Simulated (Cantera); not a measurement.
Charge: 1 mol Si, 1.2 mol HCl, 1.3 mol H2, held at 650 K and 2.30 bar.

These are equilibrium values from Cantera (NASA tables, ideal gas, pure condensed phases), not measurements of a reactor. Kinetics and transport are ignored.

| species | before | after |
|---|---|---|
| H2 | 0.842 | 0.371 |
| HCl | 8.60e-5 | 0.343 |
| SiCl4 | 0.0860 | 0.286 |
| SiHCl3 | 0.0684 | 2.51e-5 |
| SiH2Cl2 | 0.00316 | <1e-9 |
| SiH3Cl | 3.00e-5 | <1e-9 |
| Si(s), mol | 0.660 | 0 |
Gas species are given as mole fractions.

Question: Name the change that produced these shifts.
A. pressure from 2.30 bar to 0.133 bar
B. Si replaced by SiCl4
C. temperature from 650 K to 1398.15 K
D. temperature from 650 K to 975 K

Answer: B, Si replaced by SiCl4
